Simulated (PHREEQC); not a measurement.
A solution holds 0.095 mol HF, 0.00025 mol (CH3)4NF and 0.056 mol H2SiF6 per kg of water, at 25 °C. Closed to the air; pH follows from the charge balance.

Model: ion-association model, phreeqc.dat, run in PHREEQC.

This is a speciation only: nothing precipitates in the calculation.

Q: Order these F species by the share of F that they hold, largest first: F-, HF2-, SiF6-2, HF.

A: SiF6-2 (78 %), HF (22 %), F- (0.23 %), HF2- (0.16 %)

The pH is 1.04 and the ionic strength 0.169 mol/kgw. (CH3)4N+ isn't in the database: it is added as a free cation with an ion size of 4 Å. SiF6-2 is the database's only silicon fluoride.
